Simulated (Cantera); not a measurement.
What does this Cantera script print?

```python
import numpy as np
import cantera as ct

gas_names = """
    H H2 H2S N NH NH2 NH3 N2 N2H2 N2H4 Pb PbS Pb2 S SH SN S2 S8
""".split()
cond_names = """
    Pb(cr) Pb(L) PbS(s) PbS(L) S(cr1) S(cr2) S(L)
""".split()


# ... load() reads the species with a 1 bar reference pressure and builds the phases ...
atoms = {
    'PbS': {'Pb': 1, 'S': 1},
    'H2': {'H': 2},
    'N2': {'N': 2},
}
top_T = {}  # K; cautious upper limits of use, not melting points


# ... equilibrate(T, P, feed) seeds the gas with the atoms and calls Mixture.equilibrate('TP', solver="vcs", rtol=1e-11, max_steps=5000) ...
results = []
feed = {'PbS': 1, 'H2': 600, 'N2': 0.39}  # mol
for P in [10, 68, 460, 3200, 22000, 150000, 1000000]:
    for T in [750, 825, 900, 975, 1050, 1125, 1200, 1275, 1350, 1425, 1500, 1575, 1650, 1725]:
        mix = equilibrate(T, P, feed)
        results.append((T, P, feed, dict(zip(mix.species_names, mix.species_moles))))

for T, P, feed, n in results:
    print(f"{T:7g} {P:10.4g}  " + (" + ".join(c for c in cond_names if n.get(c, 0) > 1e-12) or "gas only"))
```

Output:

```
    750         10  Pb(L) + PbS(s)
    825         10  gas only
    900         10  gas only
    975         10  gas only
   1050         10  gas only
   1125         10  gas only
   1200         10  gas only
   1275         10  gas only
   1350         10  gas only
   1425         10  gas only
   1500         10  gas only
   1575         10  gas only
   1650         10  gas only
   1725         10  gas only
    750         68  Pb(L) + PbS(s)
    825         68  Pb(L)
    900         68  gas only
    975         68  gas only
   1050         68  gas only
   1125         68  gas only
   1200         68  gas only
   1275         68  gas only
   1350         68  gas only
   1425         68  gas only
   1500         68  gas only
   1575         68  gas only
   1650         68  gas only
   1725         68  gas only
    750        460  Pb(L) + PbS(s)
    825        460  Pb(L)
    900        460  Pb(L)
    975        460  gas only
   1050        460  gas only
   1125        460  gas only
   1200        460  gas only
   1275        460  gas only
   1350        460  gas only
   1425        460  gas only
   1500        460  gas only
   1575        460  gas only
   1650        460  gas only
   1725        460  gas only
    750       3200  Pb(L) + PbS(s)
    825       3200  Pb(L)
    900       3200  Pb(L)
    975       3200  Pb(L)
   1050       3200  gas only
   1125       3200  gas only
   1200       3200  gas only
   1275       3200  gas only
   1350       3200  gas only
   1425       3200  gas only
   1500       3200  gas only
   1575       3200  gas only
   1650       3200  gas only
   1725       3200  gas only
    750    2.2e+04  Pb(L) + PbS(s)
    825    2.2e+04  Pb(L)
    900    2.2e+04  Pb(L)
    975    2.2e+04  Pb(L)
   1050    2.2e+04  Pb(L)
   1125    2.2e+04  Pb(L)
   1200    2.2e+04  gas only
   1275    2.2e+04  gas only
   1350    2.2e+04  gas only
   1425    2.2e+04  gas only
   1500    2.2e+04  gas only
   1575    2.2e+04  gas only
   1650    2.2e+04  gas only
   1725    2.2e+04  gas only
    750    1.5e+05  Pb(L) + PbS(s)
    825    1.5e+05  Pb(L)
    900    1.5e+05  Pb(L)
    975    1.5e+05  Pb(L)
   1050    1.5e+05  Pb(L)
   1125    1.5e+05  Pb(L)
   1200    1.5e+05  Pb(L)
   1275    1.5e+05  Pb(L)
   1350    1.5e+05  gas only
   1425    1.5e+05  gas only
   1500    1.5e+05  gas only
   1575    1.5e+05  gas only
   1650    1.5e+05  gas only
   1725    1.5e+05  gas only
    750      1e+06  Pb(L) + PbS(s)
    825      1e+06  Pb(L)
    900      1e+06  Pb(L)
    975      1e+06  Pb(L)
   1050      1e+06  Pb(L)
   1125      1e+06  Pb(L)
   1200      1e+06  Pb(L)
   1275      1e+06  Pb(L)
   1350      1e+06  Pb(L)
   1425      1e+06  Pb(L)
   1500      1e+06  gas only
   1575      1e+06  gas only
   1650      1e+06  gas only
   1725      1e+06  gas only
```

Equilibrium computed with Cantera from the NASA thermochemical tables; the gas is ideal and each condensed phase is pure.
